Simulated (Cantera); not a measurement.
Input: 1 mol Si, 10 mol HBr, 1 mol N₂, equilibrated at 2.18 Torr.

Equilibrium computed with Cantera from the NASA thermochemical tables; the gas is ideal and each condensed phase is pure. Candidate condensed phases: Br₂, Si, Si₃N₄; 28 gas species. N₂ is the only nitrogen source here; it is nearly inert below about 1500 K, so the nitride shown seldom forms there in practice. The numbers say what is thermodynamically allowed, not how fast it happens.

Which condensed phases are stable at each of these points (T (K)): 800, 875, 950, 1025, 1100, 1175, 1250, 1325, 1400, 1475, 1550, 1625?


```json
[
 {"T (K)": "800", "condensed phases": "Si₃N₄(s)", "Si condensed (%)": "5.9"},
 {"T (K)": "875", "condensed phases": "Si₃N₄(s)", "Si condensed (%)": "8.1"},
 {"T (K)": "950", "condensed phases": "Si₃N₄(s)", "Si condensed (%)": "9.7"},
 {"T (K)": "1025", "condensed phases": "Si₃N₄(s)", "Si condensed (%)": "10.8"},
 {"T (K)": "1100", "condensed phases": "Si₃N₄(s)", "Si condensed (%)": "11.4"},
 {"T (K)": "1175", "condensed phases": "Si₃N₄(s)", "Si condensed (%)": "9.5"},
 {"T (K)": "1250", "condensed phases": "gas only", "Si condensed (%)": "0.0"},
 {"T (K)": "1325", "condensed phases": "gas only", "Si condensed (%)": "0.0"},
 {"T (K)": "1400", "condensed phases": "gas only", "Si condensed (%)": "0.0"},
 {"T (K)": "1475", "condensed phases": "gas only", "Si condensed (%)": "0.0"},
 {"T (K)": "1550", "condensed phases": "gas only", "Si condensed (%)": "0.0"},
 {"T (K)": "1625", "condensed phases": "gas only", "Si condensed (%)": "0.0"}
]
```

From 800 K to 1175 K the condensed part is Si₃N₄(s). From 1250 K to 1625 K nothing is condensed.
